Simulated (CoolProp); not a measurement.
The fluid at 293.15 K and 1.41 MPa is throttled through a valve to 0.426 MPa with no heat exchange. The same conditions are run with several fluids, on thermodynamics alone (safety and materials aside).

Model: reference Helmholtz-energy equation of state of each fluid (sulfur dioxide: Gao 2016; water: Wagner 2002; dodecamethylpentasiloxane (MD3M): Thol 2019; R113: Marx 1992; R124: de Vries 1995), in CoolProp.

| fluid | temperature change (K) | final density (kg/m³) |
|---|---|---|
| sulfur dioxide | +0.2 | 1380 |
| water | +0.2 | 998 |
| dodecamethylpentasiloxane (MD3M) | +0.5 | 875 |
| R113 | +0.4 | 1580 |
| R124 | +0.2 | 1370 |
